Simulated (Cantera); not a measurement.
A diamond (100) surface in a fixed gas of H2 with x(CH4) = 0.0045, x(H) = 0.002, x(CH3) = 0.00061, at 1173 K; coverages are run to steady state.

Computed with Cantera and the Harris–Goodwin 1993 mechanism for the reconstructed diamond (100) surface.

One state of this run: growth (µm/h) = 29.8; θ c6HH = 0.445; θ c6H* = 0.0333; θ c6*H = 0.449; θ c6** = 0.0212; θ c6HM = 0.0300. θ: site fractions in the mechanism's names (c6HH fully hydrogenated, c6H* and c6*H radical sites, c6** diradical, c6HM methylated).

Which value of P (Pa) does it belong to?
A) 13000
B) 8300
C) 22000
D) 1900

A, 13000
